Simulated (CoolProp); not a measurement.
A closed Brayton cycle with nitrogen: compressor inlet 309.15 K and 6.3 MPa, high pressure 17.6 MPa, turbine inlet 630 K, compressor efficiency 0.8, turbine efficiency 0.85, recuperator effectiveness 0.95 (on enthalpy, no pinch check). Each further row changes one setting.

Values from CoolProp's reference Helmholtz-energy equation of state, Span 2000.

```json
[
 {"case": "as stated", "thermal efficiency (%)": "4.2", "net work (kJ/kg)": "6.54", "compressor to turbine work": "0.96", "compressor exit (K)": "442.3", "turbine exit (K)": "495.7"},
 {"case": "turbine inlet 580 K", "thermal efficiency (%)": "-3.9", "net work (kJ/kg)": "-5.51", "compressor to turbine work": "?", "compressor exit (K)": "442.3", "turbine exit (K)": "?"},
 {"case": "compressor inlet 319.15 K", "thermal efficiency (%)": "?", "net work (kJ/kg)": "1.60", "compressor to turbine work": "?", "compressor exit (K)": "?", "turbine exit (K)": "495.7"},
 {"case": "high pressure 15 MPa", "thermal efficiency (%)": "8.3", "net work (kJ/kg)": "11.4", "compressor to turbine work": "0.91", "compressor exit (K)": "?", "turbine exit (K)": "?"},
 {"case": "recuperator effectiveness 0.5", "thermal efficiency (%)": "?", "net work (kJ/kg)": "6.54", "compressor to turbine work": "0.96", "compressor exit (K)": "442.3", "turbine exit (K)": "495.7"}
]
```

Q: What belongs in the gaps?

A: 
- turbine inlet 580 K, compressor to turbine work: 1.0
- turbine inlet 580 K, turbine exit (K): 455.1
- compressor inlet 319.15 K, thermal efficiency (%): 1.0
- compressor inlet 319.15 K, compressor to turbine work: 0.99
- compressor inlet 319.15 K, compressor exit (K): 456.6
- high pressure 15 MPa, compressor exit (K): 418.9
- high pressure 15 MPa, turbine exit (K): 514.4
- recuperator effectiveness 0.5, thermal efficiency (%): 3.6
